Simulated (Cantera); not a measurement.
Input: 1 mol CHF3, 0.075 mol F2, a varied amount of HCl, at 2325 K and 173 Torr.

These are equilibrium values from Cantera (NASA tables, ideal gas, pure condensed phases), not measurements of a reactor. Candidate condensed phases: C, C6H6, C7H8, C8H18; 118 gas species. Gases not in the tables: C2F6 and larger saturated fluorocarbons. Equilibrium is a limit: real reactors are often held back by kinetics, nucleation or transport.

Q: What share of the C ends up in condensed phases as a function of n(HCl) (mol), at 0.048, 0.25, 0.44, 0.64, 0.84, 1, 1.2, 1.4?

A: 
| n(HCl) (mol) | C condensed (%) | as |
|---|---|---|
| 0.048 | 38.6 | C(graphite) |
| 0.25 | 43.5 | C(graphite) |
| 0.44 | 48.2 | C(graphite) |
| 0.64 | 53.3 | C(graphite) |
| 0.84 | 58.5 | C(graphite) |
| 1 | 62.8 | C(graphite) |
| 1.2 | 68.2 | C(graphite) |
| 1.4 | 73.7 | C(graphite) |
